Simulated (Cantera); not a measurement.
Input: 1 mol Pb, 0.56 mol CO, 0.71 mol N2, at 677 °C and 98.0 Pa.

Method: chemical equilibrium by Gibbs-energy minimisation in Cantera with the NASA 1993 tables (ideal gas, pure condensed phases). Candidate condensed phases: C, Pb, PbO, PbO2, Pb3O4; 27 gas species. Equilibrium is a limit: real reactors are often held back by kinetics, nucleation or transport.

Base state: N2 0.556, CO 0.438, Pb 0.00513, CO2 0.000315 (mole fractions); condensed: C(graphite) + Pb(l).

### Question
What changes in the equilibrium state with this change: temperature from 677 °C to 477 °C?

### Answer
```csv
species,before,after
N2,0.556,0.595
CO,0.438,0.342
CO2,0.000315,0.0637
Pb,0.00513,9.67e-6
"C(graphite), mol",0.000402,0.0760
"Pb(l), mol",0.993,1.000
```
